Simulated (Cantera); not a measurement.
Input: 1 mol Si, 0.012 mol O2, 420 mol N2, 0.078 mol N2O, 1 mol Cl2, equilibrated at 750 Torr.

Cantera equilibrium calculation (NASA polynomials, part measured and part estimated; ideal gas, pure solids and liquids). Candidate condensed phases: Si, SiO2, Si2N2O, Si3N4; 23 gas species. Mutual solubility and eutectic melting of coexisting phases are not modelled. The tables' values for SiCl3 are old estimates; treat these amounts as uncertain. Equilibrium is a limit: real reactors are often held back by kinetics, nucleation or transport.

x: gas mole fraction; n: condensed amount in mol.

```json
[
 {"T (K)": "1523", "x N2": "0.998", "x SiCl2": "[?]", "x SiCl4": "0.000667", "x SiCl3": "0.000343", "x SiO": "6.30e-8", "x Cl": "5.61e-6", "n Si2N2O(s)": "0.102", "n Si3N4(s)": "0.0499"},
 {"T (K)": "1573", "x N2": "0.998", "x SiCl2": "[?]", "x SiCl4": "0.000458", "x SiCl3": "0.000390", "x SiO": "2.68e-7", "x Cl": "9.07e-6", "n Si2N2O(s)": "0.102", "n Si3N4(s)": "0.0243"},
 {"T (K)": "1623", "x N2": "0.998", "x SiCl2": "0.00122", "x SiCl4": "0.000284", "x SiCl3": "0.000386", "x SiO": "1.19e-6", "x Cl": "1.43e-5", "n Si2N2O(s)": "0.102", "n Si3N4(s)": "0"},
 {"T (K)": "1673", "x N2": "0.998", "x SiCl2": "0.00125", "x SiCl4": "0.000260", "x SiCl3": "0.000395", "x SiO": "1.25e-5", "x Cl": "3.04e-5", "n Si2N2O(s)": "0.0967", "n Si3N4(s)": "0"},
 {"T (K)": "1723", "x N2": "0.998", "x SiCl2": "[?]", "x SiCl4": "0.000192", "x SiCl3": "0.000378", "x SiO": "7.66e-5", "x Cl": "5.32e-5", "n Si2N2O(s)": "0.0698", "n Si3N4(s)": "0"},
 {"T (K)": "1773", "x N2": "0.998", "x SiCl2": "0.00171", "x SiCl4": "8.90e-5", "x SiCl3": "0.000300", "x SiO": "0.000212", "x Cl": "6.71e-5", "n Si2N2O(s)": "0.0126", "n Si3N4(s)": "0"},
 {"T (K)": "1823", "x N2": "0.998", "x SiCl2": "0.00181", "x SiCl4": "5.88e-5", "x SiCl3": "0.000262", "x SiO": "0.000242", "x Cl": "0.000105", "n Si2N2O(s)": "0", "n Si3N4(s)": "0"},
 {"T (K)": "1873", "x N2": "0.997", "x SiCl2": "0.00185", "x SiCl4": "4.20e-5", "x SiCl3": "0.000235", "x SiO": "0.000242", "x Cl": "0.000167", "n Si2N2O(s)": "0", "n Si3N4(s)": "0"}
]
```

Task: Complete the blanks.

Result: 
- 1523, x SiCl2: 0.000527
- 1573, x SiCl2: 0.000871
- 1723, x SiCl2: 0.00140
